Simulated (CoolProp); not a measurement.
Decamethyltetrasiloxane (MD2M) along the isotherm 600 K: Z from the reference equation and from simpler models built on Tc = 599.4 K, pc = 1144 kPa, ω = 0.635; each cubic takes its own stable root.

Computed with CoolProp (reference Helmholtz-energy equation of state, Thol 2017).

```csv
p (kPa),phase,reference,Redlich-Kwong,Soave-Redlich-Kwong,Peng-Robinson
132,gas,0.9622,0.9598,0.9598,[?]
264,gas,0.9223,0.9173,0.9174,0.9088
396,gas,0.8795,0.8719,0.8721,0.8594
528,gas,0.8328,0.8229,0.8232,0.8066
660,gas,0.7805,0.7691,0.7694,0.7492
792,gas,0.7195,0.7081,0.7086,0.6851
924,gas,0.6439,0.6352,0.6361,[?]
1060,gas,0.5306,[?],0.5341,[?]
1190,supercritical,0.2006,[?],0.2684,0.2450
1320,supercritical,0.1990,0.2569,0.2580,0.2338
1450,supercritical,0.2092,[?],0.2652,0.2398
1580,supercritical,0.2216,[?],[?],0.2494
1720,supercritical,0.2358,0.2892,0.2898,0.2613
```

Problem. Some entries are withheld; supply them.

Solution. 
- 132, Peng-Robinson: 0.9554
- 924, Peng-Robinson: 0.6097
- 1060, Redlich-Kwong: 0.5324
- 1060, Peng-Robinson: 0.5057
- 1190, Redlich-Kwong: 0.2656
- 1450, Redlich-Kwong: 0.2644
- 1580, Redlich-Kwong: 0.2756
- 1580, Soave-Redlich-Kwong: 0.2762
